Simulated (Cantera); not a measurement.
A freely propagating, adiabatic, planar premixed flame of 7.53 % CH₄, 0.828 % C₂H₆, 0.979 % C₃H₈, 19.1 % O₂, 71.6 % N₂, equivalence ratio 1.2, unburnt at 650 K and 12000 Pa; mixture-averaged transport, grid criteria slope 0.08 and curve 0.16, no radiation.

Model: GRI-Mech 3.0 (53 species, 325 reactions), integrated in Cantera. Burning velocities carry a grid error of a few per cent, more on coarse grids.

**Question.** Predict: laminar burning velocity; thermal thickness; peak x(C₂H); peak x(CH₂O); peak x(H).

**Answer.** 
| Item | Result |
|---|---|
| laminar burning velocity | 203 cm/s |
| thermal thickness | 2.04 mm |
| peak x(C₂H) | 3.79e-6 |
| peak x(CH₂O) | 0.00145 |
| peak x(H) | 0.0195 |
